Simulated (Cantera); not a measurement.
An isothermal, constant-pressure homogeneous reactor starts with 1.28 % CH₄, 98.7 % H₂, at 1700 K and 69.0 Torr.

Computed with Cantera and GRI-Mech 3.0 (53 species, 325 reactions). GRI-Mech 3.0 stops at C3 and has no aromatics, soot or wall deposition, so with more carbon than oxygen in the feed, carbon stays in small species such as C2H2 where larger ones or solid carbon would form.

### Question
Predict: x(CH₄) at 1.00 s; x(H₂) at 1.00 s; x(H) at 1.00 s; x(C₂H₄) at 1.00 s; x(CH₃) at 1.00 s; x(C₂H₂) at 1.00 s; x(C₂H₆) at 1.00 s.

### Answer
| Item | Value |
|---|---|
| x(CH₄) at 1.00 s | 0.00635 (gas-phase equilibrium 0.000884) |
| x(H₂) at 1.00 s | 0.990 (gas-phase equilibrium 0.993) |
| x(H) at 1.00 s | 0.000476 (gas-phase equilibrium 0.000487) |
| x(C₂H₄) at 1.00 s | 1.65e-5 (gas-phase equilibrium 2.59e-5) |
| x(CH₃) at 1.00 s | 6.19e-5 (gas-phase equilibrium 8.80e-6) |
| x(C₂H₂) at 1.00 s | 0.00315 (gas-phase equilibrium 0.00587) |
| x(C₂H₆) at 1.00 s | 1.53e-7 (gas-phase equilibrium 5.34e-9) |
